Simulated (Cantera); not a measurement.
**HF + H2 + O2 (abatement and gas-phase synthesis)**

A closed system holds: 1 mol HF, 0.041 mol H2, 0.23 mol O2, held at 3373.15 K.

These are equilibrium values from Cantera (NASA tables, ideal gas, pure condensed phases), not measurements of a reactor. Candidate condensed phases: H2O; 22 gas species. The ideal-gas law is rough above about 30 bar. Rates play no part.

| P (Pa) | x HF | x H | x F | x O | x O2 | x OH | x H2O |
|---|---|---|---|---|---|---|---|
| 10 | 0.00754 | 0.421 | 0.389 | 0.182 | 2.65e-5 | 6.78e-5 | 3.47e-8 |
| 120 | 0.0737 | 0.382 | 0.349 | 0.193 | 0.000358 | 0.000781 | 4.35e-6 |
| 1400 | 0.316 | 0.236 | 0.208 | 0.223 | 0.00558 | 0.00651 | 0.000262 |
| 17000 | 0.568 | 0.0885 | 0.0820 | 0.181 | 0.0446 | 0.0241 | 0.00441 |
| 210000 | 0.705 | 0.0211 | 0.0346 | 0.0796 | 0.106 | 0.0311 | 0.0167 |
| 2500000 | 0.761 | 0.00379 | 0.0174 | 0.0266 | 0.142 | 0.0223 | 0.0257 |
| 30000000 | 0.781 | 0.000615 | 0.00919 | 0.00808 | 0.157 | 0.0132 | 0.0295 |
x: gas mole fraction; nothing condenses.

From 10.0 Pa to 3.00e7 Pa nothing is condensed.
